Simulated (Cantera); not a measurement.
# Fluorocarbon and chlorocarbon gases: CH3F + F2

Charge: 1 mol CH3F, 0.64 mol F2.

These are equilibrium values from Cantera (NASA tables, ideal gas, pure condensed phases), not measurements of a reactor. Candidate condensed phases: C, C6H6, C7H8, C8H18; 95 gas species. Kinetics and transport are ignored.

Stable condensed phases:

```
T in K \ P in Pa
              1    6.8     46    320   2200  15000 100000
   3000       A      A      A      A      B      B      B
   2800       A      A      B      B      B      B      B
   2600       A      B      B      B      B      B      B
   2400       B      B      B      B      B      B      B
   2200       B      B      B      B      B      B      B
   2000       B      B      B      B      B      B      B
   1800       B      B      B      B      B      B      B
   1600       B      B      B      B      B      B      B
   1400       B      B      B      B      B      B      B
   1200       B      B      B      B      B      B      B
   1000       B      B      B      B      B      B      B
    800       B      B      B      B      B      B      B
```

A: gas only; B: C.
